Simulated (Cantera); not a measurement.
Cantera run:

```python
import numpy as np
import cantera as ct

gas_names = [...]  # 136 gases of nasa_gas.yaml made of C, H, N, O
cond_names = """
    C(gr) C6H6(L) C7H8(L) C8H18(L),n-octa H2O(s) H2O(L)
""".split()


# ... load() reads the species with a 1 bar reference pressure and builds the phases ...
atoms = {
    'toluene': {'C': 7, 'H': 8},
    'CO2': {'C': 1, 'O': 2},
    'N2': {'N': 2},
}
top_T = {'C(gr)': 4500}  # K; cautious upper limits of use, not melting points


# ... equilibrate(T, P, feed) seeds the gas with the atoms and calls Mixture.equilibrate('TP', solver="vcs", rtol=1e-11, max_steps=5000) ...
results = []
feed = {'toluene': 1, 'CO2': 0.076, 'N2': 0.63}  # mol
P = 133.322  # Pa
for T in [1075, 1150, 1225, 1300, 1375, 1450, 1525, 1600, 1675]:
    mix = equilibrate(T, P, feed)
    results.append((T, P, feed, dict(zip(mix.species_names, mix.species_moles))))

top = {s: max(r[3][s] / sum(r[3][g] for g in gas_names) for r in results) for s in gas_names}
cols = sorted((s for s in top if top[s] > 1e-06), key=lambda s: -top[s])[:7]
seen = [c for c in cond_names if any(r[3].get(c, 0) > 1e-12 for r in results)]
print("log10 of partial pressures in bar; condensed amounts in mol")
print(f"{'T/K':>10s}" + "".join(f"{s[:9]:>10s}" for s in cols + seen))
for T, P, feed, n in results:
    ng = sum(n[g] for g in gas_names)
    print(f"{T:10.4g}" + "".join(f"{np.log10(max(n[s] / ng * P / 1e5, 1e-99)):10.3f}" for s in cols)
          + "".join(f"{n.get(c, 0):10.4g}" for c in seen))
```

Result:

```
log10 of partial pressures in bar; condensed amounts in mol
       T/K        H2        N2        CO         H       HCN C2H2,acet       CH4     C(gr)
      1075    -2.953    -3.755    -4.373    -9.310    -8.154   -11.076    -7.251     6.924
      1150    -2.953    -3.755    -4.373    -8.604    -7.733   -10.365    -7.536     6.924
      1225    -2.953    -3.755    -4.373    -7.983    -7.364    -9.742    -7.787     6.924
      1300    -2.953    -3.755    -4.373    -7.432    -7.038    -9.192    -8.010     6.924
      1375    -2.953    -3.756    -4.373    -6.942    -6.748    -8.703    -8.208     6.923
      1450    -2.953    -3.756    -4.373    -6.501    -6.489    -8.265    -8.387     6.923
      1525    -2.953    -3.756    -4.373    -6.103    -6.255    -7.871    -8.548     6.922
      1600    -2.953    -3.757    -4.373    -5.741    -6.044    -7.514    -8.694      6.92
      1675    -2.954    -3.758    -4.373    -5.412    -5.853    -7.190    -8.828     6.918
```

Method: chemical equilibrium by Gibbs-energy minimisation in Cantera with the NASA 1993 tables (ideal gas, pure condensed phases).
